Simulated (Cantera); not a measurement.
A closed system holds: 1 mol CH₃F, 0.047 mol CH₄, 0.13 mol H₂, at 3398 K and 75.0 Torr.

Equilibrium computed with Cantera from the NASA thermochemical tables; the gas is ideal and each condensed phase is pure. Candidate condensed phases: C, C₆H₆, C₇H₈, C₈H₁₈; 95 gas species. The numbers say what is thermodynamically allowed, not how fast it happens.

Base state: H 0.481, HF 0.276, H₂ 0.107, C₃ 0.0678, C₂H 0.0152, F 0.0145, C₂H₂ (acetylene) 0.0119, C 0.0115 (mole fractions); condensed: gas only.

What changes in the equilibrium state with this change: H₂ from 0.13 to 4.5 mol?


```tsv
species	before	after
H	0.481	0.658
H₂	0.107	0.200
HF	0.276	0.0926
F	0.0145	0.00357
C₃	0.0678	0.0166
C₂H	0.0152	0.00814
C	0.0115	0.00721
C₂H₂ (acetylene)	0.0119	0.00875
CF₂	1.81e-5	6.82e-7
C₅	0.00233	0.000225
C₆H₂	2.76e-5	3.12e-6
C₂HF	4.81e-5	6.33e-6
```
